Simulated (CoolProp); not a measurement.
Model: reference Helmholtz-energy equation of state, Lemmon 2006, in CoolProp. It is a short technical equation, of lower accuracy than the large ones.

**Question.** For n-decane, give the phase and the cv (kJ/(kg K)), Joule-Thomson coefficient (K/MPa), viscosity (µPa s), conductivity (mW/(m K)) at 346.85 °C and 0.042 MPa; 346.85 °C and 0.747 MPa; 346.85 °C and 3.15 MPa.

**Answer.** 
- 346.85 °C and 0.042 MPa: gas; cv 2.86, Joule-Thomson coefficient 8.11, viscosity 10.7, conductivity 41.0
- 346.85 °C and 0.747 MPa: gas; cv 2.90, Joule-Thomson coefficient 10.3, viscosity 10.9, conductivity 40.4
- 346.85 °C and 3.15 MPa: supercritical; cv 3.00, Joule-Thomson coefficient 2.25, viscosity 58.3, conductivity 73.5

Viscosity comes from a separate model (Huber 2004). Thermal conductivity comes from a separate model (Huber 2005).
